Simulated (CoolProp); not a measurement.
A Linde-Hampson liquefier for normal hydrogen: isothermal reversible compression at 230 K from 1 atm to 5 MPa, throttling to 1 atm, return gas leaving the recuperator 10 K below the feed. Each further row changes one setting.

Values from CoolProp's reference Helmholtz-energy equation of state, Leachman 2009.

```
case                        compression work (kJ/kg of gas)
--------------------------  -------------------------------
as stated                                              3730
high pressure 10 MPa                                   4420
warm-end temperature 260 K                             4210
warm-end gap 15 K                                      3730
```
